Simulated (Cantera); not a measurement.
Input: 1 mol SiHCl₃, 0.12 mol C₃H₈, 90 mol H₂, held at 1300 K and 6000 Pa.

These are equilibrium values from Cantera (NASA tables, ideal gas, pure condensed phases), not measurements of a reactor. Candidate condensed phases: C, C₆H₆, C₇H₈, C₈H₁₈, Si, SiC; 109 gas species. Mutual solubility and eutectic melting of coexisting phases are not modelled. The tables' values for SiCl₃ are old estimates; treat these amounts as uncertain. Kinetics and transport are ignored.

Question: What is the equilibrium state?

Answer: 
```json
{
 "x(H₂)": "0.970",
 "x(HCl)": "0.0272",
 "x(SiCl₂)": "0.00204",
 "x(SiCl₃)": "0.000153",
 "x(SiHCl₃)": "0.000111",
 "x(SiCl₄)": "6.84e-5",
 "x(SiH₂Cl₂)": "2.54e-5",
 "x(H)": "4.45e-6",
 "x(SiH₃Cl)": "1.64e-6",
 "n(Si(s))": "0.418 mol",
 "n(SiC(s))": "0.360 mol",
 "gas_amount": "92.45 mol",
 "log10 activity of C(graphite) (absent)": "-2.53"
}
```
